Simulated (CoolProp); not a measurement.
Model: reference Helmholtz-energy equation of state, Bücker 2006, in CoolProp.

**Question.** Give the vapour pressure (MPa), vapour density (kg/m³), enthalpy of vaporisation (kJ/kg), surface tension (mN/m) of saturated n-butane at 214.7, 230.1, 353.7 K.

**Answer.** 
```tsv
T (K)	p (MPa)	vapour density (kg/m³)	enthalpy of vaporisation (kJ/kg)	surface tension (mN/m)
214.7	0.00556	0.182	433	22.0
230.1	0.0142	0.435	421	20.0
353.7	1.02	25.5	292	5.95
```

Surface tension comes from a separate correlation (Mulero 2012).
